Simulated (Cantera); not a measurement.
Input (Python, Cantera) and output of one run.

```python
import numpy as np
import cantera as ct

gas_names = """
    CL CLO CL2 Cs CsCL CsO CsOH Cs2 Cs2CL2 Cs2O Cs2O2H2 H HCL HNO HNO2 HNO3 HOCL HO2 H2 H2O H2O2 N NH
    NH2 NH3 NH2OH NO NO2 NO3 N2 N2H2 N2H4 N2O O OH O2 O3
""".split()
cond_names = """
    Cs(cr) Cs(L) CsCL(a) CsCL(b) CsCL(L) CsOH(a) CsOH(b) CsOH(c) CsOH(L) H2O(s) H2O(L) NH4CL(a) NH4CL(b)
""".split()


# ... load() reads the species with a 1 bar reference pressure and builds the phases ...
atoms = {
    'CsCl': {'Cs': 1, 'CL': 1},
    'H2O': {'H': 2, 'O': 1},
    'N2': {'N': 2},
}
top_T = {}  # K; cautious upper limits of use, not melting points


# ... equilibrate(T, P, feed) seeds the gas with the atoms and calls Mixture.equilibrate('TP', solver="vcs", rtol=1e-11, max_steps=5000) ...
results = []
feed = {'CsCl': 1, 'H2O': 14, 'N2': 0.56}  # mol
P = 16  # Pa
for T in [1423, 1523, 1623, 1723, 1823, 1923, 2023, 2123, 2223]:
    mix = equilibrate(T, P, feed)
    results.append((T, P, feed, dict(zip(mix.species_names, mix.species_moles))))

top = {s: max(r[3][s] / sum(r[3][g] for g in gas_names) for r in results) for s in gas_names}
cols = sorted((s for s in top if top[s] > 1e-06), key=lambda s: -top[s])[:9]
seen = [c for c in cond_names if any(r[3].get(c, 0) > 1e-12 for r in results)]
print("log10 of partial pressures in bar; condensed amounts in mol")
print(f"{'T/K':>10s}" + "".join(f"{s[:9]:>10s}" for s in cols + seen))
for T, P, feed, n in results:
    ng = sum(n[g] for g in gas_names)
    print(f"{T:10.4g}" + "".join(f"{np.log10(max(n[s] / ng * P / 1e5, 1e-99)):10.3f}" for s in cols)
          + "".join(f"{n.get(c, 0):10.4g}" for c in seen))
```

It prints:

```
log10 of partial pressures in bar; condensed amounts in mol
       T/K       H2O         H        H2        O2        OH         O      CsCL        N2        Cs
      1423    -3.844    -8.470    -6.584    -6.907    -7.393    -9.324    -4.997    -5.240    -7.741
      1523    -3.846    -7.728    -6.184    -6.507    -6.901    -8.512    -5.002    -5.241    -7.199
      1623    -3.851    -7.078    -5.834    -6.158    -6.472    -7.800    -5.012    -5.243    -6.748
      1723    -3.861    -6.503    -5.528    -5.852    -6.097    -7.171    -5.028    -5.247    -6.378
      1823    -3.879    -5.994    -5.262    -5.587    -5.768    -6.615    -5.057    -5.254    -6.074
      1923    -3.912    -5.544    -5.035    -5.359    -5.485    -6.121    -5.105    -5.268    -5.826
      2023    -3.970    -5.146    -4.850    -5.170    -5.249    -5.684    -5.184    -5.293    -5.627
      2123    -4.069    -4.802    -4.714    -5.029    -5.065    -5.302    -5.313    -5.334    -5.478
      2223    -4.237    -4.516    -4.644    -4.947    -4.949    -4.979    -5.514    -5.398    -5.385
```

These are equilibrium values from Cantera (NASA tables, ideal gas, pure condensed phases), not measurements of a reactor.
